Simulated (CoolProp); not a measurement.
Properties of sulfur hexafluoride at several states (Tc = 45.6 °C, pc = 3.755 MPa, ω = 0.210).

The numbers come from the reference Helmholtz-energy equation of state, Guder 2009 in CoolProp.

```json
[
 {"T (°C)": "214.85", "p (MPa)": "16.1", "phase": "supercritical", "speed of sound (m/s)": "___", "Joule-Thomson coefficient (K/MPa)": "1.309", "Prandtl number": "1.04"},
 {"T (°C)": "204.35", "p (MPa)": "2.61", "phase": "gas", "speed of sound (m/s)": "164.3", "Joule-Thomson coefficient (K/MPa)": "___", "Prandtl number": "0.750"},
 {"T (°C)": "128.05", "p (MPa)": "0.0251", "phase": "gas", "speed of sound (m/s)": "156.7", "Joule-Thomson coefficient (K/MPa)": "___", "Prandtl number": "0.765"}
]
```

Problem. Complete the blanks.

Solution. 
- 214.85, speed of sound (m/s): 187.1
- 204.35, Joule-Thomson coefficient (K/MPa): 2.764
- 128.05, Joule-Thomson coefficient (K/MPa): 4.232

Viscosity comes from a separate model (Quiñones-Cisneros 2012). Thermal conductivity comes from a separate model (Assael 2012).
